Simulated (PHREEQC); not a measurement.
# Alkaline etch or developer

Solution (8.3 °C): 0.002 mol/kgw LiOH, 3.1e-05 mol/kgw K2SiO3 and 0.21 mol/kgw (CH3)4NCl. Closed to the air; pH follows from the charge balance.

Equilibrium calculation in PHREEQC: ion-association model, phreeqc.dat.

Each row changes one thing in this solution. Precipitation was switched off in this run.

```csv
case,pH,ionic strength (mol/kgw),SI of Sylvite (KCl)
as made,11.76,0.212,-5.99
LiOH from 0.002 to 0.0002 mol/kgw,10.82,0.210,-5.99
LiOH left out,10.09,0.210,-5.99
temperature from 8.3 to 5 °C,11.89,0.212,-5.97
0.17 mol/kgw Na2CO3 added,11.94,0.613,-6.08
K2SiO3 replaced by KCl at the same molality,11.75,0.212,-6.29
```

Complexes and solids missing from the database can't appear. (CH3)4N+ isn't in the database: it is added as a free cation with an ion size of 4 Å. Constants without temperature data keep their 25 °C values here.
